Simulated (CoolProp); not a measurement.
Saturated liquid density (kg/m³) of n-decane: the reference equation beside estimates from Tc = 344.5 °C, pc = 2.101 MPa, ω = 0.488. Rackett uses Z = 0.29056 − 0.08775 ω.

Model: reference Helmholtz-energy equation of state, Lemmon 2006, in CoolProp. It is a short technical equation, of lower accuracy than the large ones.

```
T (°C)  reference     Rackett  van der Waals  Redlich-Kwong  Soave-Redlich-Kwong  Peng-Robinson
------  ---------  ----------  -------------  -------------  -------------------  -------------
37.05       717.1       737.3          381.2          565.9                592.0          664.9
45.85       710.2       730.4          378.1          560.8                587.9          660.6
54.75       703.3       723.3          374.9     (withheld)                583.7          656.1
63.65       696.3       716.1          371.7          550.2                579.3          651.5
72.45       689.4       708.9          368.5     (withheld)                574.7          646.7
81.35       682.3       701.6          365.1          539.0                570.0          641.6
90.15       675.3       694.2          361.7          533.2                565.1          636.5
99.05       668.1       686.6          358.2          527.2                560.0          631.0
107.85      661.0       679.0          354.7          521.0                554.8          625.4
116.75      653.7       671.2          351.0          514.7                549.2          619.5
125.55      646.3       663.4          347.3          508.2                543.6          613.4
134.45      638.9  (withheld)          343.5          501.5                537.6          606.9
```

**Question.** What belongs in the gaps?

**Answer.** 
- 54.75, Redlich-Kwong: 555.6
- 72.45, Redlich-Kwong: 544.7
- 134.45, Rackett: 655.3

Absolute difference from the reference over all 12 rows, mean and median: Rackett 2.8 and 2.8 %, van der Waals 46.5 and 46.5 %, Redlich-Kwong 21.1 and 21.1 %, Soave-Redlich-Kwong 16.5 and 16.4 %, Peng-Robinson 6.0 and 5.9 %.
